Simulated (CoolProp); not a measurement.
Saturation properties of cyclopentane (Tc = 511.7 K, pc = 4.583 MPa, ω = 0.202).

Values from CoolProp's reference Helmholtz-energy equation of state, Gedanitz 2015.

```
T (K)  p (MPa)  vapour density (kg/m³)  enthalpy of vaporisation (kJ/kg)  liquid cp (kJ/(kg K))  surface tension (mN/m)
-----  -------  ----------------------  --------------------------------  ---------------------  ----------------------
379     0.4774                   11.88                             341.8                  2.257                    11.3
381.9   0.5099                   12.66                             339.0                  2.275                    10.9
384.8   0.5439                   13.49                             336.2                  2.293                    10.6
387.7   0.5797                   14.35                             333.3                      ?                    10.3
390.7   0.6185                   15.29                                 ?                  2.331                    9.93
393.6   0.6577                   16.25                             327.3                      ?                    9.60
396.5   0.6989                   17.25                             324.2                  2.369                    9.28
399.4   0.7419                   18.30                             321.1                  2.388                    8.96
402.3   0.7868                   19.41                             318.0                  2.407                    8.64
405.2   0.8337                   20.57                             314.8                  2.427                    8.32
```

Some entries are withheld; supply them.


- 387.7, liquid cp (kJ/(kg K)): 2.312
- 390.7, enthalpy of vaporisation (kJ/kg): 330.3
- 393.6, liquid cp (kJ/(kg K)): 2.350

It boils at 322.4 K under 1 atm.

Surface tension comes from a separate correlation (Mulero 2014).
